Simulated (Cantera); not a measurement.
An adiabatic, constant-pressure homogeneous reactor starts with 8.69 % CH4, 0.452 % C2H6, 1.65 % C3H8, 16.0 % O2, 60.2 % N2, 13.0 % H2O, at 1598 K and 0.493 atm.

Cantera simulation using GRI-Mech 3.0 (53 species, 325 reactions); the numbers are that mechanism's predictions, not measurements. GRI-Mech 3.0 was tuned for natural gas; its chemistry of propane as a main component is partial and can be far from experiment.

Problem. Predict: time of steepest temperature rise; temperature at 0.400 s; equilibrium temperature; x(CO2) at 0.400 s; x(HO2) at 0.400 s.

Solution. 
| Quantity | Value |
|---|---|
| time of steepest temperature rise | 0.161 ms |
| temperature at 0.400 s | 2556 K |
| equilibrium temperature | 2556 K |
| x(CO2) at 0.400 s | 0.0328 (gas-phase equilibrium 0.0328) |
| x(HO2) at 0.400 s | 2.53e-7 (gas-phase equilibrium 2.53e-7) |
